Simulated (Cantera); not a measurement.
A Cantera script and what it prints.

```python
import numpy as np
import cantera as ct

gas_names = """
    H HNO HNO2 HNO3 HO2 H2 H2O H2O2 N NH NH2 NH3 NH2OH NO NO2 NO3 N2 N2H2 N2H4 N2O O OH O2 O3 Si SiH
    SiH2 SiH3 SiH4 SiN SiO SiO2 Si2 Si2N Si3
""".split()
cond_names = """
    H2O(s) H2O(L) Si(cr) Si(L) SiO2(Lqz) SiO2(hqz) SiO2(L) Si2N2O(s) Si3N4(a)
""".split()


# ... load() reads the species with a 1 bar reference pressure and builds the phases ...
atoms = {
    'SiH4': {'Si': 1, 'H': 4},
    'H2O': {'H': 2, 'O': 1},
    'N2': {'N': 2},
    'O3': {'O': 3},
}
top_T = {'Si2N2O(s)': 2100, 'Si3N4(a)': 2400}  # K; cautious upper limits of use, not melting points


# ... equilibrate(T, P, feed) seeds the gas with the atoms and calls Mixture.equilibrate('TP', solver="vcs", rtol=1e-11, max_steps=5000) ...
results = []
feed = {'SiH4': 1, 'H2O': 3.9, 'N2': 160, 'O3': 1.6}  # mol
P = 20000  # Pa
for T in [975, 1050, 1125, 1200, 1275, 1350, 1425, 1500, 1575, 1650, 1725, 1800, 1875]:
    mix = equilibrate(T, P, feed)
    results.append((T, P, feed, dict(zip(mix.species_names, mix.species_moles))))
    x = sorted(zip(gas.X, gas.species_names), reverse=True)
    print(f"T = {T:g} K  P = {P:g} Pa  gas = {mix.phase_moles(0):.4g} mol")
    print("   x: " + "  ".join(f"{s} {v:.3e}" for v, s in x if v > 1e-05))
    print("   condensed (mol): " + ("  ".join(f"{mix.phase(i).name} {mix.phase_moles(i):.4g}"
          for i in range(1, mix.n_phases) if mix.phase_moles(i) > 1e-12) or "none"))
```

It prints:

```
T = 975 K  P = 20000 Pa  gas = 166.3 mol
   x: N2 9.621e-01  H2O 3.548e-02  O2 2.404e-03
   condensed (mol): SiO2(hqz) 1
T = 1050 K  P = 20000 Pa  gas = 166.3 mol
   x: N2 9.621e-01  H2O 3.548e-02  O2 2.402e-03
   condensed (mol): SiO2(hqz) 1
T = 1125 K  P = 20000 Pa  gas = 166.3 mol
   x: N2 9.621e-01  H2O 3.548e-02  O2 2.399e-03  NO 1.254e-05
   condensed (mol): SiO2(hqz) 1
T = 1200 K  P = 20000 Pa  gas = 166.3 mol
   x: N2 9.621e-01  H2O 3.548e-02  O2 2.394e-03  NO 2.307e-05
   condensed (mol): SiO2(hqz) 1
T = 1275 K  P = 20000 Pa  gas = 166.3 mol
   x: N2 9.621e-01  H2O 3.548e-02  O2 2.385e-03  NO 3.949e-05
   condensed (mol): SiO2(hqz) 1
T = 1350 K  P = 20000 Pa  gas = 166.3 mol
   x: N2 9.621e-01  H2O 3.548e-02  O2 2.372e-03  NO 6.360e-05
   condensed (mol): SiO2(hqz) 1
T = 1425 K  P = 20000 Pa  gas = 166.3 mol
   x: N2 9.621e-01  H2O 3.547e-02  O2 2.354e-03  NO 9.730e-05  OH 1.140e-05
   condensed (mol): SiO2(hqz) 1
T = 1500 K  P = 20000 Pa  gas = 166.3 mol
   x: N2 9.620e-01  H2O 3.546e-02  O2 2.330e-03  NO 1.424e-04  OH 2.261e-05
   condensed (mol): SiO2(hqz) 1
T = 1575 K  P = 20000 Pa  gas = 166.3 mol
   x: N2 9.620e-01  H2O 3.545e-02  O2 2.298e-03  NO 2.006e-04  OH 4.196e-05
   condensed (mol): SiO2(hqz) 1
T = 1650 K  P = 20000 Pa  gas = 166.3 mol
   x: N2 9.620e-01  H2O 3.542e-02  O2 2.259e-03  NO 2.732e-04  OH 7.350e-05  H2 1.956e-05
   condensed (mol): SiO2(hqz) 1
T = 1725 K  P = 20000 Pa  gas = 166.3 mol
   x: N2 9.619e-01  H2O 3.537e-02  O2 2.213e-03  NO 3.614e-04  OH 1.224e-04  H2 4.368e-05
   condensed (mol): SiO2(L) 1
T = 1800 K  P = 20000 Pa  gas = 166.3 mol
   x: N2 9.618e-01  H2O 3.528e-02  O2 2.164e-03  NO 4.662e-04  OH 1.952e-04  H2 9.134e-05  O 1.266e-05
   condensed (mol): SiO2(L) 1
T = 1875 K  P = 20000 Pa  gas = 166.3 mol
   x: N2 9.616e-01  H2O 3.513e-02  O2 2.118e-03  NO 5.889e-04  OH 2.993e-04  H2 1.799e-04  O 2.475e-05  H 1.966e-05
   condensed (mol): SiO2(L) 0.9999
```

Cantera equilibrium calculation (NASA polynomials, part measured and part estimated; ideal gas, pure solids and liquids). The tables hold silica as quartz up to 1696 K and as liquid above; real silica turns to tridymite and cristobalite and melts near 1996 K.
